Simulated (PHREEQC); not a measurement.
Metal-bearing waste water

Consider water at 20 °C with 0.012 mol/kgw ZnSO4, 6.7e-05 mol/kgw MgSO4 and 0.013 mol/kgw Na2SO4. Closed to the air; pH follows from the charge balance.

Model: ion-association model, phreeqc.dat, run in PHREEQC.

Each row changes one thing in this solution. This is a speciation only: nothing precipitates in the calculation.

| case | pH | ionic strength (mol/kgw) | SO4-2 (mol/kgw) | Mg+2 (mol/kgw) | MgSO4 (mol/kgw) | HSO4- (mol/kgw) |
|---|---|---|---|---|---|---|
| as made | 5.94 | 0.0630 | 0.0178 | 3.89e-5 | 2.81e-5 | 9.57e-7 |
| Na2SO4 left out | 5.81 | 0.0320 | 0.00775 | 4.63e-5 | 2.07e-5 | 6.47e-7 |
| ZnSO4 replaced by NH4HSO4 at the same molality | 2.23 | 0.0611 | 0.0180 | 3.85e-5 | 2.85e-5 | 0.00502 |
| ZnSO4 replaced by NaHSO4 at the same molality | 2.23 | 0.0621 | 0.0185 | 3.81e-5 | 2.88e-5 | 0.00509 |
| temperature from 20 to 45 °C | (withheld) | 0.0618 | 0.0175 | 2.99e-5 | 3.70e-5 | 3.41e-6 |
| MgSO4 from 6.7e-05 to 0.00067 mol/kgw | 5.94 | (withheld) | 0.0181 | 0.000389 | (withheld) | 9.62e-7 |

Task: Some entries are withheld; supply them.

Result: 
- temperature from 20 to 45 °C, pH: 5.62
- MgSO4 from 6.7e-05 to 0.00067 mol/kgw, ionic strength (mol/kgw): 0.0643
- MgSO4 from 6.7e-05 to 0.00067 mol/kgw, MgSO4 (mol/kgw): 0.000282

At this temperature some constants are extrapolated from 25 °C, and those without enthalpy data are left unchanged.
